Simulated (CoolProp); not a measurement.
Saturation properties of isobutene.

Model: reference Helmholtz-energy equation of state, Lemmon 2005, in CoolProp. It is a short technical equation, of lower accuracy than the large ones.

```json
[
 {"T (K)": "258.5", "p (kPa)": "74.36", "liquid density (kg/m³)": "635.1", "enthalpy of vaporisation (kJ/kg)": "398.8", "vapour Z": "0.9653"},
 {"T (K)": "276.9", "p (kPa)": "151.5", "liquid density (kg/m³)": "614.1", "enthalpy of vaporisation (kJ/kg)": "381.2", "vapour Z": "0.9440"},
 {"T (K)": "295.2", "p (kPa)": "278.6", "liquid density (kg/m³)": "592.1", "enthalpy of vaporisation (kJ/kg)": "362.1", "vapour Z": "0.9159"},
 {"T (K)": "313.6", "p (kPa)": "474.9", "liquid density (kg/m³)": "568.5", "enthalpy of vaporisation (kJ/kg)": "340.9", "vapour Z": "0.8799"},
 {"T (K)": "332", "p (kPa)": "759.7", "liquid density (kg/m³)": "___", "enthalpy of vaporisation (kJ/kg)": "316.7", "vapour Z": "___"},
 {"T (K)": "350.4", "p (kPa)": "1155", "liquid density (kg/m³)": "514.0", "enthalpy of vaporisation (kJ/kg)": "288.6", "vapour Z": "___"},
 {"T (K)": "368.8", "p (kPa)": "1683", "liquid density (kg/m³)": "480.7", "enthalpy of vaporisation (kJ/kg)": "254.7", "vapour Z": "___"},
 {"T (K)": "387.2", "p (kPa)": "2374", "liquid density (kg/m³)": "439.6", "enthalpy of vaporisation (kJ/kg)": "211.1", "vapour Z": "0.6242"}
]
```

Complete the blanks.


- 332, liquid density (kg/m³): 542.7
- 332, vapour Z: 0.8350
- 350.4, vapour Z: 0.7797
- 368.8, vapour Z: 0.7114

It boils at 266.1 K under 1 atm.
